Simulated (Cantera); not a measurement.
What does this Cantera script print?

```python
import numpy as np
import cantera as ct

gas = ct.Solution("gri30.yaml")


def delay(T, t_max=10):
    gas.TPX = T, 500000, {'CH4': 1, 'CO': 0.58, 'O2': 2.57, 'N2': 7.98}
    reactor = ct.IdealGasReactor(gas, clone=False)
    net = ct.ReactorNet([reactor])
    net.rtol, net.atol = 1e-8, 1e-16
    while net.time < t_max:
        t_old, T_old = net.time, reactor.T
        net.step()
        if reactor.T > T + 400:  # ignition: a rise of 400 K
            return t_old + (T + 400 - T_old) / (reactor.T - T_old) * (net.time - t_old)
    return np.nan


taus = []
for T in [1300, 1400, 1500, 1600, 1700, 1800, 1900]:
    taus.append(delay(T))
    print(f"T0 = {T:6g} K   tau = {taus[-1]:.4e} s")
```

Output:

```
T0 =   1300 K   tau = 2.7474e-03 s
T0 =   1400 K   tau = 8.1217e-04 s
T0 =   1500 K   tau = 2.7490e-04 s
T0 =   1600 K   tau = 1.0630e-04 s
T0 =   1700 K   tau = 4.6752e-05 s
T0 =   1800 K   tau = 2.3057e-05 s
T0 =   1900 K   tau = 1.2509e-05 s
```

Computed with Cantera and GRI-Mech 3.0 (53 species, 325 reactions).
